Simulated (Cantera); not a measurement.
Charge: 1 mol Fe3O4, 9.1 mol CO, at 1.00 Torr.

These are equilibrium values from Cantera (NASA tables, ideal gas, pure condensed phases), not measurements of a reactor. Candidate condensed phases: C, Fe, Fe(CO)5, FeO, Fe2O3, Fe3O4; 15 gas species. Mutual solubility and eutectic melting of coexisting phases are not modelled. The tables' stoichiometric FeO is somewhat more stable than real wüstite, so its field is too wide. FeO: taken at fixed stoichiometry. The numbers say what is thermodynamically allowed, not how fast it happens.

### Question
What share of the Fe ends up in condensed phases as a function of T (K), at 1475, 1525, 1575, 1625, 1675, 1725, 1775, 1825, 1875, 1925?

### Answer
| T (K) | Fe condensed (%) | as |
|---|---|---|
| 1475 | 100.0 | Fe(γ) + FeO(s) |
| 1525 | 99.9 | Fe(γ) + FeO(s) |
| 1575 | 99.8 | Fe(γ) + FeO(s) |
| 1625 | 99.6 | Fe(γ) + FeO(s) |
| 1675 | 99.0 | Fe(δ) + FeO(l) |
| 1725 | 97.8 | FeO(l) |
| 1775 | 95.9 | FeO(l) |
| 1825 | 92.6 | FeO(l) |
| 1875 | 87.7 | FeO(l) |
| 1925 | 80.7 | FeO(l) |
